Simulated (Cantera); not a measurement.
Premixed flame

A freely propagating, adiabatic, planar premixed flame of C3H8 : O2 : N2 : H2 = 1 : 5 : 18.8 : 0.079 (molar parts), equivalence ratio 1.0, unburnt at 675 K and 1.50 bar; mixture-averaged transport, grid criteria slope 0.08 and curve 0.16, no radiation.

Cantera simulation using GRI-Mech 3.0 (53 species, 325 reactions); the numbers are that mechanism's predictions, not measurements. GRI-Mech 3.0 was tuned for natural gas; its chemistry of propane as a main component is partial and can be far from experiment. Burning velocities carry a grid error of a few per cent, more on coarse grids.

```csv
z (mm),T (K),u (m/s),x C3H8,x O2,x NO2,x C2H,x C2H2,x CO
-0.530,675,1.90,0.0402,0.201,<1e-8,<1e-8,2.08e-8,3.19e-6
-0.353,676,1.90,0.0401,0.200,<1e-8,<1e-8,3.39e-7,4.11e-5
-0.265,680,1.92,0.0400,0.200,<1e-8,<1e-8,2.19e-6,0.000216
-0.177,711,2.02,0.0395,0.196,2.04e-8,<1e-8,2.06e-5,0.00154
-0.0883,982,2.86,0.0311,0.168,6.11e-8,<1e-8,0.000301,0.0150
-0.0442,1368,4.11,0.0121,0.126,3.95e-8,6.96e-8,0.000983,0.0383
0,1770,5.45,0.000495,0.0771,1.23e-8,3.36e-6,0.00170,0.0659
0.0442,1960,6.06,8.74e-7,0.0470,<1e-8,3.41e-6,0.000445,0.0718
0.0883,2016,6.22,<1e-8,0.0343,<1e-8,3.16e-7,2.59e-5,0.0639
0.177,2072,6.34,<1e-8,0.0265,<1e-8,<1e-8,4.50e-8,0.0512
0.353,2142,6.52,<1e-8,0.0225,<1e-8,<1e-8,<1e-8,0.0429
0.707,2227,6.73,<1e-8,0.0195,1.09e-8,<1e-8,<1e-8,0.0385
1.41,2317,6.96,<1e-8,0.0163,1.91e-8,<1e-8,<1e-8,0.0343
```
x: mole fraction of selected species; z is measured from the peak of heat release.

| Item | Result |
|---|---|
| laminar burning velocity | 189 cm/s |
| thermal thickness | 0.177 mm |
| peak x(C2H) | 5.17e-6 |
| peak x(C2H2) | 0.00174 |
| peak x(CO) | 0.0725 |
| grid points | 144 |
